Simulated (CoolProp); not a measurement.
Vapour-liquid equilibrium of R125 (1) + R143a (2) at 1.24 bar; x and y are mole fractions of (1).

Model: multi-fluid Helmholtz-energy mixture model, Lemmon 2005 and Lemmon and Jacobsen 2000; pair parameters Lemmon 2004, in CoolProp.

Q: Give the bubble temperature and the first vapour's composition at x = 0.05, 0.15, 0.95. Is there an azeotrope?

A: x = 0.05: 230.4 K, y = 0.046; x = 0.15: 230.6 K, y = 0.142; x = 0.95: 229.5 K, y = 0.958. y crosses x between x = 0.35 and 0.45: the model has an azeotrope there.

Pair parameters are fitted to limited data, so mixtures are less certain than the pure fluids.
